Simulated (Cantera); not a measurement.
Cantera run:

```python
import numpy as np
import cantera as ct

gas_names = """
    AL ALH ALN AL2 H H2 N NH NH2 NH3 N2 N2H2 N2H4
""".split()
cond_names = """
    AL(cr) AL(L) ALN(s)
""".split()


def load(file, names, dense=False):
    # The tables refer to 1 bar. Condensed volumes are neglected.
    table = {s.name: s for s in ct.Species.list_from_file(file)}
    out = []
    for n in names:
        d = dict(table[n].input_data)
        d["thermo"] = dict(d["thermo"], **{"reference-pressure": 1e5})
        if dense:
            d["equation-of-state"] = {"model": "constant-volume", "density": "1e6 g/cm^3"}
        out.append(ct.Species.from_dict(d))
    return out


gas = ct.Solution(thermo="ideal-gas", species=load("nasa_gas.yaml", gas_names))
cond = {s.name: ct.Solution(thermo="fixed-stoichiometry", species=[s], name=s.name)
        for s in load("nasa_condensed.yaml", cond_names, dense=True)}
atoms = {
    'Al': {'AL': 1},
    'NH3': {'N': 1, 'H': 3},
    'N2': {'N': 2},
}
top_T = {'ALN(s)': 2750}  # K; cautious upper limits of use, not melting points


def equilibrate(T, P, feed):
    n = {}
    for name, mol in feed.items():
        for a, k in atoms[name].items():
            n[a] = n.get(a, 0.0) + k * mol
    gas.TPX = T, P, n
    mass = sum(n.values()) * gas.mean_molecular_weight
    gas.equilibrate("TP")
    valid = [c for c in cond.values() if c.min_temp <= T <= top_T.get(c.name, c.max_temp)]
    mix = ct.Mixture([(gas, mass / gas.mean_molecular_weight)] + [(c, 0.0) for c in valid])
    mix.T, mix.P = T, P
    mix.equilibrate("TP", solver="vcs", rtol=1e-11, max_steps=5000)
    return mix


results = []
feed = {'Al': 1, 'NH3': 49, 'N2': 210}  # mol
T = 1998.15  # K
P = 150  # Pa
mix = equilibrate(T, P, feed)
results.append((T, P, feed, dict(zip(mix.species_names, mix.species_moles))))
print(gas.report(threshold=0.0001))
for i in range(1, mix.n_phases):
    print(f"{mix.phase(i).name:16s} {mix.phase_moles(i):12.5e} mol")
```

Output:

```
       temperature   1998.2 K
          pressure   150 Pa
           density   0.00019513 kg/m^3
  mean mol. weight   21.612 kg/kmol
   phase of matter   gas

                          1 kg             1 kmol
                     ---------------   ---------------
          enthalpy        2.7855e+06        6.0201e+07  J
   internal energy        2.0168e+06        4.3587e+07  J
           entropy             13651        2.9502e+05  J/K
    Gibbs function       -2.4491e+07        -5.293e+08  J
 heat capacity c_p            1630.9             35248  J/K
 heat capacity c_v            1246.2             26933  J/K

                      mass frac. Y      mole frac. X     chem. pot. / RT
                     ---------------   ---------------   ---------------
                AL           0.00398         0.0031879           -14.851
                 H        0.00091864          0.019696           -13.734
                H2          0.021051           0.22567           -27.469
                N2           0.97403           0.75143           -33.726
     [   +9 minor]        2.1354e-05        1.6496e-05

AL(L)             0.00000e+00 mol
ALN(s)            0.00000e+00 mol
```

These are equilibrium values from Cantera (NASA tables, ideal gas, pure condensed phases), not measurements of a reactor.
